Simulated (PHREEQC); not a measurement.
A solution holds 7.4e-05 mol Ca(HCO3)2, 5.3e-06 mol CO2 and 0.057 mol MgSO4 per kg of water, at 25 °C. Closed to the air; pH follows from the charge balance.

The numbers come from PHREEQC with the ion-association model, phreeqc.dat.

```yaml
pH: 7.40
ionic_strength: 0.118 mol/kgw
specific_conductance: 5360 µS/cm
density: 1.004 g/cm³
total_alkalinity: 0.148 meq/kg
```

| species | molality | activity | log γ |
|---|---|---|---|
| Mg+2 | 0.0296 | 0.0115 | -0.409 |
| SO4-2 | 0.0296 | 0.0104 | -0.453 |
| MgSO4 | 0.0274 | 0.0282 | 0.012 |
| HCO3- | 0.000126 | 9.79e-5 | -0.109 |
| Ca+2 | 4.43e-5 | 1.65e-5 | -0.429 |
| CaSO4 | 2.97e-5 | 3.05e-5 | 0.012 |

Precipitation was switched off in this run.
